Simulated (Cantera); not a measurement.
# Equilibrium for nitride etching: AlN + HCl + N₂ + H₂

Input: 1 mol AlN, 1.7 mol HCl, 17 mol N₂, a varied amount of H₂, held at 1850 K and 0.0100 bar.

These are equilibrium values from Cantera (NASA tables, ideal gas, pure condensed phases), not measurements of a reactor. Candidate condensed phases: Al, AlCl₃, AlN, NH₄Cl; 20 gas species. The tables' values for AlCl₂ are old estimates; treat these amounts as uncertain. Rates play no part.

From 15 mol H₂ to 440 mol H₂ nothing is condensed. The main Al-bearing gas is AlCl throughout.

```tsv
n(H₂) (mol)	x H₂	x N₂	x AlCl	x HCl
15	0.445	0.504	0.0280	0.0194
21	0.526	0.429	0.0240	0.0167
31	0.618	0.344	0.0193	0.0135
45	0.699	0.270	0.0152	0.0107
66	0.772	0.204	0.0115	0.00812
96	0.830	0.151	0.00848	0.00606
140	0.875	0.109	0.00612	0.00443
210	0.911	0.0760	0.00423	0.00311
300	0.935	0.0546	0.00302	0.00227
440	0.953	0.0380	0.00207	0.00161
```
x: gas mole fraction; nothing condenses.
